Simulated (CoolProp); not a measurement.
Acetone along the isotherm 550 K: Z from the reference equation and from simpler models built on Tc = 508.1 K, pc = 4692 kPa, ω = 0.307; each cubic takes its own stable root.

Values from CoolProp's reference Helmholtz-energy equation of state, Lemmon 2006. It is a short technical equation, of lower accuracy than the large ones.

```tsv
p (kPa)	phase	reference
180	gas	0.9885
361	gas	0.9768
541	gas	0.9651
722	gas	0.9533
902	gas	0.9414
1080	gas	0.9295
1260	gas	0.9174
1440	gas	0.9052
1620	gas	0.8929
1800	gas	0.8805
1990	gas	0.8672
2170	gas	0.8545
2350	gas	0.8416
```

Q: How far does each simpler model (Pitzer virial, van der Waals, Redlich-Kwong, Peng-Robinson) lie from the reference over these 13 states: mean and median of the absolute difference, and the worst?

A: 
- Pitzer virial: mean 1.5 %, median 1.3 %, worst +3.2 % at 550 K and 2350 kPa
- van der Waals: mean 1.4 %, median 1.4 %, worst +2.5 % at 550 K and 2350 kPa
- Redlich-Kwong: mean 0.7 %, median 0.7 %, worst +1.3 % at 550 K and 2350 kPa
- Peng-Robinson: mean 0.2 %, median 0.2 %, worst +0.4 % at 550 K and 2350 kPa
